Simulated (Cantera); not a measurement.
A closed system holds: 1 mol SiF₄, 3.8 mol O₂, 0.87 mol H₂, held at 952 °C and 85.0 mbar.

These are equilibrium values from Cantera (NASA tables, ideal gas, pure condensed phases), not measurements of a reactor. Candidate condensed phases: H₂O, Si, SiO₂; 38 gas species. The tables hold silica as quartz up to 1696 K and as liquid above; real silica turns to tridymite and cristobalite and melts near 1996 K. Kinetics and transport are ignored.

Base state: O₂ 0.603, HF 0.246, SiF₄ 0.118, H₂O 0.0331 (mole fractions); condensed: SiO₂(β-quartz).

Problem. What changes in the equilibrium state with this change: temperature from 952 °C to 552 °C?

Solution. 
```csv
species,before,after
O₂,0.603,0.623
SiF₄,0.118,0.154
HF,0.246,0.125
H₂O,0.0331,0.0983
"SiO₂(β-quartz), mol",0.343,0
"SiO₂(α-quartz), mol",0,0.169
```
